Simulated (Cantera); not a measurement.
Charge: 1 mol SiH₄, 2.6 mol N₂, held at 1602 °C and 0.158 Torr.

Cantera equilibrium calculation (NASA polynomials, part measured and part estimated; ideal gas, pure solids and liquids). Candidate condensed phases: Si, Si₃N₄; 18 gas species. The tables' values for SiN are old estimates; treat these amounts as uncertain. Gases not in the tables: Si₂H₆ and higher silanes. The numbers say what is thermodynamically allowed, not how fast it happens.

Base state: N₂ 0.532, H₂ 0.395, Si 0.0431, H 0.0284, SiH 0.000364, Si₂ 0.000324, Si₂N 0.000242, SiN 0.000163 (mole fractions); condensed: Si(l).

Q: What changes in the equilibrium state with this change: pressure from 0.158 Torr to 10.0 Torr?

A: 
| species | before | after |
|---|---|---|
| N₂ | 0.532 | 0.564 |
| H₂ | 0.395 | 0.432 |
| H | 0.0284 | 0.00373 |
| Si | 0.0431 | 0.000679 |
| Si₂ | 0.000324 | 5.10e-6 |
| Si₃ | 7.40e-5 | 1.17e-6 |
| Si₂N | 0.000242 | 3.13e-5 |
| Si(l), mol | 0.780 | 0.996 |

Q: What changes in the equilibrium state with this change: pressure from 0.158 Torr to 0.0570 Torr?

A: 
| species | before | after |
|---|---|---|
| N₂ | 0.532 | 0.484 |
| H₂ | 0.395 | 0.350 |
| Si | 0.0431 | 0.119 |
| H | 0.0284 | 0.0445 |
| Si₃ | 7.40e-5 | 0.000204 |
| Si₂ | 0.000324 | 0.000895 |
| SiN | 0.000163 | 0.000259 |
| Si(l), mol | 0.780 | 0.339 |

Q: What changes in the equilibrium state with this change: pressure from 0.158 Torr to 75.0 Torr?

A: 
```csv
species,before,after
H₂,0.395,0.507
N₂,0.532,0.491
H,0.0284,0.00148
Si,0.0431,6.30e-5
Si₃,7.40e-5,5.22e-8
Si₂,0.000324,3.28e-7
Si₂N,0.000242,5.15e-6
SiN,0.000163,5.00e-6
"Si(l), mol",0.780,0
"Si₃N₄(s), mol",0,0.333
```
